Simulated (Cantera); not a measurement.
Input: 1 mol BCl3, 3.4 mol O2, 2.3 mol N2, at 1227 °C and 10.0 mbar.

Method: chemical equilibrium by Gibbs-energy minimisation in Cantera with the NASA 1993 tables (ideal gas, pure condensed phases). Candidate condensed phases: B, BN, B2O3; 25 gas species. The tables' values for BOCl are old estimates; treat these amounts as uncertain. Rates play no part.

Base state: O2 0.369, N2 0.320, Cl 0.195, Cl2 0.111, B2O3 0.00217, BOCl 0.00136, NO 0.00103, ClO 0.000291 (mole fractions); condensed: B2O3(l).

### Question
What changes in the equilibrium state with this change: temperature from 1227 °C to 1200 °C?

### Answer
```
species         before     after
------------  --------  --------
O2               0.369     0.374
N2               0.320     0.325
Cl               0.195     0.172
Cl2              0.111     0.125
B2O3           0.00217   0.00124
BO2           0.000270  0.000167
BOCl           0.00136  0.000934
O              2.46e-5   1.71e-5
B2O3(l), mol     0.479     0.487
```
